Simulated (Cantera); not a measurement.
An adiabatic, constant-pressure homogeneous reactor starts with CO : H2 : CH4 : O2 : N2 = 1 : 0.049 : 1.1 : 3.84 : 14.4 (molar parts), equivalence ratio 0.71, at 1475 K and 3.85 atm. Integrator tolerance rtol = 1e-08.

Cantera simulation using GRI-Mech 3.0 (53 species, 325 reactions); the numbers are that mechanism's predictions, not measurements.

**Question.** What does this change do: constant volume in place of constant pressure?

**Answer.** 
```csv
quantity,before,after
time of steepest temperature rise,0.358 ms,0.339 ms
temperature at 0.700 s,2680 K,2860 K
equilibrium temperature,2680 K,2860 K
x(CO) at 0.700 s,0.0172 (gas-phase equilibrium 0.0172),0.0243 (gas-phase equilibrium 0.0243)
x(H2) at 0.700 s,0.00301 (gas-phase equilibrium 0.00301),0.00421 (gas-phase equilibrium 0.00421)
x(CH4) at 0.700 s,<1e-12 (gas-phase equilibrium <1e-12),<1e-12 (gas-phase equilibrium <1e-12)
x(CH3) at 0.700 s,<1e-12 (gas-phase equilibrium <1e-12),<1e-12 (gas-phase equilibrium <1e-12)
x(NO2) at 0.700 s,1.09e-5 (gas-phase equilibrium 1.09e-5),1.68e-5 (gas-phase equilibrium 1.68e-5)
```
